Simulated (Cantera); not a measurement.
Adiabatic ignition

An adiabatic, constant-volume homogeneous reactor starts with H2 : O2 : N2 : H2O = 1 : 0.208 : 0.783 : 0.17 (molar parts), equivalence ratio 2.4, at 1423 K and 11.0 bar.

Computed with Cantera and GRI-Mech 3.0 (53 species, 325 reactions). The hydrogen kinetics of GRI-Mech 3.0 are dated; newer H2 mechanisms differ, most at raised pressure.

| t (s) | T (K) | P (bar) | x H2 | x O2 | x H2O | x HO2 | x OH |
|---|---|---|---|---|---|---|---|
| 3.00e-6 | 1503 | 11.6 | 0.451 | 0.0898 | 0.0909 | 0.000582 | 0.000341 |
| 6.68e-6 | 2894 | 20.4 | 0.291 | 5.65e-5 | 0.292 | 2.84e-7 | 0.00446 |
| 1.49e-5 | 2901 | 20.5 | 0.292 | 5.01e-5 | 0.293 | 2.45e-7 | 0.00426 |
| 3.32e-5 | 2900 | 20.5 | 0.292 | 4.99e-5 | 0.293 | 2.44e-7 | 0.00425 |
| 7.39e-5 | 2899 | 20.4 | 0.292 | 4.95e-5 | 0.293 | 2.43e-7 | 0.00423 |
| 0.000165 | 2898 | 20.4 | 0.292 | 4.91e-5 | 0.292 | 2.40e-7 | 0.00421 |
| 0.000367 | 2898 | 20.4 | 0.292 | 4.89e-5 | 0.292 | 2.40e-7 | 0.00420 |
| 0.000818 | 2898 | 20.4 | 0.292 | 4.89e-5 | 0.292 | 2.40e-7 | 0.00420 |
| 0.00182 | 2898 | 20.4 | 0.292 | 4.89e-5 | 0.292 | 2.40e-7 | 0.00420 |
| 0.00406 | 2898 | 20.4 | 0.292 | 4.89e-5 | 0.292 | 2.40e-7 | 0.00420 |
| 0.00904 | 2898 | 20.4 | 0.292 | 4.89e-5 | 0.292 | 2.40e-7 | 0.00420 |
| 0.0201 | 2898 | 20.4 | 0.292 | 4.89e-5 | 0.292 | 2.40e-7 | 0.00420 |
| 0.0449 | 2898 | 20.4 | 0.292 | 4.89e-5 | 0.292 | 2.40e-7 | 0.00420 |
| 0.100 | 2898 | 20.4 | 0.292 | 4.89e-5 | 0.292 | 2.40e-7 | 0.00420 |
x: mole fraction; the columns are a selection and need not sum to one.

```
Property                                                            Result
---------------------------------  ---------------------------------------
time of steepest temperature rise                                  3.36 µs
temperature at 0.100 s                                              2898 K
equilibrium temperature                                             2898 K
x(H2) at 0.100 s                       0.292 (gas-phase equilibrium 0.292)
x(O2) at 0.100 s                   4.89e-5 (gas-phase equilibrium 4.89e-5)
x(H2O) at 0.100 s                      0.292 (gas-phase equilibrium 0.292)
```
